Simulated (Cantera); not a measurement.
Charge: 1 mol Al(CH3)3, 15 mol NH3, 410 mol H2, at 750 Torr.

These are equilibrium values from Cantera (NASA tables, ideal gas, pure condensed phases), not measurements of a reactor. Candidate condensed phases: Al, AlN, C, C6H6, C7H8, C8H18; 97 gas species. The feed counts by its element totals alone. Kinetics and transport are ignored.

### Question
Which condensed phases are stable at each of these points (T (K)): 973, 1023, 1073, 1123, 1173, 1223, 1273, 1323, 1373?

### Answer
```
T (K)      condensed phases  Al condensed (%)
-----  --------------------  ----------------
973                  AlN(s)             100.0
1023                 AlN(s)             100.0
1073                 AlN(s)             100.0
1123                 AlN(s)             100.0
1173                 AlN(s)             100.0
1223                 AlN(s)             100.0
1273                 AlN(s)             100.0
1323   AlN(s) + C(graphite)             100.0
1373   AlN(s) + C(graphite)             100.0
```

From 973 K to 1273 K the condensed part is AlN(s). From 1323 K to 1373 K the condensed part is AlN(s) + C(graphite).
